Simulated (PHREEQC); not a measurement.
0.019 g of hydrous ferric oxide (600 m²/g; 0.2 weak and 0.005 strong sites per Fe, Dzombak-Morel constants, diffuse double layer) in 1 kg of water with 0.01 mol/kgw of an inert sodium salt and 0.035 mmol/kgw MnCl2, at 25 °C; the pH is set by adding NaOH or the inert anion's acid. The system is closed to oxygen. CO2 from the air is kept out. Precipitation was switched off in this run.

Base run: PHREEQC, ion-association model, wateq4f.dat. Each further column changes one thing. The table gives surface charge σ (C/m²).

```
pH     base  background salt from 0.01 to 0.001 mol/kgw  oxide from 0.019 to 0.095 g/kgw  4.4e-06 mol/kgw NaF added
----  -----  ------------------------------------------  -------------------------------  -------------------------
4     0.216                                       0.120                            0.217                      0.205
4.75  0.136                                       0.065                            0.136                 (withheld)
5.12  0.104                                       0.047                            0.104                 (withheld)
5.88  0.056                                       0.022                            0.056                      0.055
6.25  0.040                                  (withheld)                            0.040                 (withheld)
7     0.018                                       0.007                            0.018                      0.018
7.75  0.008                                       0.003                            0.007                      0.008
8.12  0.005                                       0.002                            0.003                      0.005
8.88  0.004                                       0.001                           -0.006                      0.004
9.25  0.003                                       0.001                           -0.011                      0.003
10    0.002                                       0.001                       (withheld)                      0.002
```

Task: Fill in the missing entries.

Result: 
- 4.75, 4.4e-06 mol/kgw NaF added: 0.130
- 5.12, 4.4e-06 mol/kgw NaF added: 0.100
- 6.25, background salt from 0.01 to 0.001 mol/kgw: 0.015
- 6.25, 4.4e-06 mol/kgw NaF added: 0.039
- 10, oxide from 0.019 to 0.095 g/kgw: -0.028
